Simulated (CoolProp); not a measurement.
Vapour-liquid equilibrium of benzene (1) + dimethyl carbonate (2) at 42.05 °C; x and y are mole fractions of (1).

Computed with CoolProp (multi-fluid Helmholtz-energy mixture model, Thol 2012 and Zhou 2011; pair parameters Bell 2016).

Task: Give the bubble pressure and the first vapour's composition at x = 0.05, 0.125, 0.2. Is there an azeotrope?

Result: x = 0.05: 0.01755 MPa, y = 0.107; x = 0.125: 0.01899 MPa, y = 0.236; x = 0.2: 0.02023 MPa, y = 0.338. No azeotrope shows between x = 0.05 and 0.95.

Pair parameters are fitted to limited data, so mixtures are less certain than the pure fluids.
